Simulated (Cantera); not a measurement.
An adiabatic, constant-pressure homogeneous reactor starts with 15.2 % CH4, 2.28 % C2H6, 16.7 % O2, 62.9 % N2, 2.74 % H2O, 0.128 % H2, at 1123 K and 975 Torr.

Model: GRI-Mech 3.0 (53 species, 325 reactions), integrated in Cantera.

### Question
Predict: time of steepest temperature rise; temperature at 4.00 s; equilibrium temperature; x(O2) at 4.00 s.

### Answer
| Item | Result |
|---|---|
| time of steepest temperature rise | 9.82 ms |
| temperature at 4.00 s | 2033 K |
| equilibrium temperature | 2033 K |
| x(O2) at 4.00 s | 3.30e-8 (gas-phase equilibrium 3.30e-8) |
